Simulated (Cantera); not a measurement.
**Equilibrium for chlorosilane synthesis and conversion: SiCl4 + Cl2 + H2 + HCl**

A closed system holds: 1 mol SiCl4, 2.3 mol Cl2, a varied amount of H2, 3.7 mol HCl, held at 1375 K and 1 atm.

Equilibrium computed with Cantera from the NASA thermochemical tables; the gas is ideal and each condensed phase is pure. Candidate condensed phases: Si; 19 gas species. The tables' values for SiCl3 are old estimates; treat these amounts as uncertain. The numbers say what is thermodynamically allowed, not how fast it happens.

```csv
n(H2) (mol),log p HCl,log p H2,log p Cl2,log p SiCl4,log p Cl,log p SiHCl3
0.98,-0.15,-7.33,-0.79,-0.90,-2.03,-9.28
1.5,-0.10,-6.99,-1.04,-0.93,-2.15,-9.01
2.4,-0.05,-1.98,-5.95,-0.97,-4.61,-4.10
3.7,-0.10,-0.88,-7.15,-1.04,-5.21,-3.01
5.9,-0.18,-0.55,-7.64,-1.13,-5.45,-2.70
9.2,-0.28,-0.37,-8.02,-1.25,-5.64,-2.53
14,-0.39,-0.25,-8.36,-1.39,-5.81,-2.45
```
log p: log10 of the partial pressure in bar; nothing condenses.

From 0.98 mol H2 to 14 mol H2 nothing is condensed. The main Si-bearing gas is SiCl4 throughout.
